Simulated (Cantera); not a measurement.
Charge: 1 mol SiCl4, 2.6 mol NO, 2.8 mol H2, equilibrated at 47.0 mbar.

Cantera equilibrium calculation (NASA polynomials, part measured and part estimated; ideal gas, pure solids and liquids). Candidate condensed phases: H2O, NH4Cl, Si, SiO2, Si2N2O, Si3N4; 47 gas species. The tables hold silica as quartz up to 1696 K and as liquid above; real silica turns to tridymite and cristobalite and melts near 1996 K. Equilibrium is a limit: real reactors are often held back by kinetics, nucleation or transport.

### Question
Which condensed phases are stable at each of these points (T (K)): 700, 750, 800, 850, 900, 950, 1000, 1050, 1100, 1150, 1200?

### Answer
```
T (K)  condensed phases  Si condensed (%)
-----  ----------------  ----------------
700      SiO2(α-quartz)             100.0
750      SiO2(α-quartz)             100.0
800      SiO2(α-quartz)             100.0
850      SiO2(β-quartz)             100.0
900      SiO2(β-quartz)             100.0
950      SiO2(β-quartz)             100.0
1000     SiO2(β-quartz)             100.0
1050     SiO2(β-quartz)             100.0
1100     SiO2(β-quartz)             100.0
1150     SiO2(β-quartz)             100.0
1200     SiO2(β-quartz)             100.0
```

From 700 K to 800 K the condensed part is SiO2(α-quartz). From 850 K to 1200 K the condensed part is SiO2(β-quartz).
